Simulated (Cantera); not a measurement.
A Cantera script and what it prints.

```python
import numpy as np
import cantera as ct

gas_names = """
    C CN CO CO2 C2 CCN CNC C2N2 C2O C3 C3O2 C4 C4N2 C5 N NCO NO NO2 NO3 N2 N2O O O2 O3 Si SiC SiC2 SiN
    SiO SiO2 Si2 Si2C Si2N Si3
""".split()
cond_names = """
    C(gr) Si(cr) Si(L) SiC(b) SiO2(Lqz) SiO2(hqz) SiO2(L) Si2N2O(s) Si3N4(a)
""".split()


# ... load() reads the species with a 1 bar reference pressure and builds the phases ...
atoms = {
    'Si3N4': {'Si': 3, 'N': 4},
    'O2': {'O': 2},
    'N2': {'N': 2},
    'CO2': {'C': 1, 'O': 2},
}
top_T = {'C(gr)': 4500, 'SiC(b)': 3050, 'Si2N2O(s)': 2100, 'Si3N4(a)': 2400}  # K; cautious upper limits of use, not melting points


# ... equilibrate(T, P, feed) seeds the gas with the atoms and calls Mixture.equilibrate('TP', solver="vcs", rtol=1e-11, max_steps=5000) ...
results = []
feed = {'Si3N4': 1, 'O2': 0.32, 'N2': 220, 'CO2': 4}  # mol
P = 46000  # Pa
for T in [1125, 1275, 1425, 1575, 1725, 1875, 2025, 2175]:
    mix = equilibrate(T, P, feed)
    results.append((T, P, feed, dict(zip(mix.species_names, mix.species_moles))))

top = {s: max(r[3][s] / sum(r[3][g] for g in gas_names) for r in results) for s in gas_names}
cols = sorted((s for s in top if top[s] > 0.0001), key=lambda s: -top[s])[:6]
seen = [c for c in cond_names if any(r[3].get(c, 0) > 1e-12 for r in results)]
print("log10 of partial pressures in bar; condensed amounts in mol")
print(f"{'T/K':>10s}" + "".join(f"{s[:9]:>10s}" for s in cols + seen))
for T, P, feed, n in results:
    ng = sum(n[g] for g in gas_names)
    print(f"{T:10.4g}" + "".join(f"{np.log10(max(n[s] / ng * P / 1e5, 1e-99)):10.3f}" for s in cols)
          + "".join(f"{n.get(c, 0):10.4g}" for c in seen))
```

Output:

```
log10 of partial pressures in bar; condensed amounts in mol
       T/K        N2        CO       SiO       CO2     C(gr) SiO2(hqz)   SiO2(L) Si2N2O(s)
      1125    -0.342    -2.267   -11.640    -5.768     1.361         3         0         0
      1275    -0.345    -2.089    -8.632    -5.784         0     2.093         0    0.4536
      1425    -0.345    -2.089    -6.458    -5.747         0     2.093         0    0.4536
      1575    -0.345    -2.089    -4.707    -5.714         0     2.089         0    0.4504
      1725    -0.346    -2.089    -3.271    -5.688         0         0     2.005    0.3659
      1875    -0.348    -2.092    -2.559    -5.197         0         0     1.637         0
      2025    -0.348    -2.095    -2.550    -4.190         0         0     1.608         0
      2175    -0.348    -2.115    -2.500    -3.388         0         0     1.432         0
```

Cantera equilibrium calculation (NASA polynomials, part measured and part estimated; ideal gas, pure solids and liquids). Mutual solubility and eutectic melting of coexisting phases are not modelled. The tables hold silica as quartz up to 1696 K and as liquid above; real silica turns to tridymite and cristobalite and melts near 1996 K.
